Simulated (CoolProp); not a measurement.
The numbers come from the reference Helmholtz-energy equation of state, Thol 2017 in CoolProp.

**Question.** Give the vapour pressure (kPa), enthalpy of vaporisation (kJ/kg), liquid cp (kJ/(kg K)), surface tension (mN/m) of saturated decamethyltetrasiloxane (MD2M) at 450.9, 482.3 K.

**Answer.** 
| T (K) | p (kPa) | enthalpy of vaporisation (kJ/kg) | liquid cp (kJ/(kg K)) | surface tension (mN/m) |
|---|---|---|---|---|
| 450.9 | 66.3 | 136 | 2.08 | 6.38 |
| 482.3 | 143 | 124 | 2.15 | 4.56 |

Surface tension comes from a separate correlation (Mulero 2014), older than this fluid's equation and unchecked against measurements.
